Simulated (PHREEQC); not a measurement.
Make-up at 75 °C: 0.25 mol/kgw HF, 0.022 mol/kgw NH4F, 2e-05 mol/kgw H4SiO4 and 0.0048 mol/kgw H3PO4. Closed to the air; pH follows from the charge balance.

The numbers come from PHREEQC with the ion-association model, wateq4f.dat.

Precipitation was switched off in this run.

Problem. Predict the pH, ionic strength.

Solution. pH 2.33; ionic strength 0.0274 mol/kgw.

Problem. In which forms is P present?

Solution. H2PO4- 51 %, H3PO4 49 % of the P.

wateq4f.dat counts part of the HF as a dimer, H2F2, which phreeqc.dat doesn't know; its constant is uncertain. H3PO4, which wateq4f.dat lacks, is added to it with the constant of phreeqc.dat. Away from 25 °C the constants follow the database's enthalpies or fits; those with neither stay at their 25 °C values. SiF6-2 is the database's only silicon fluoride.
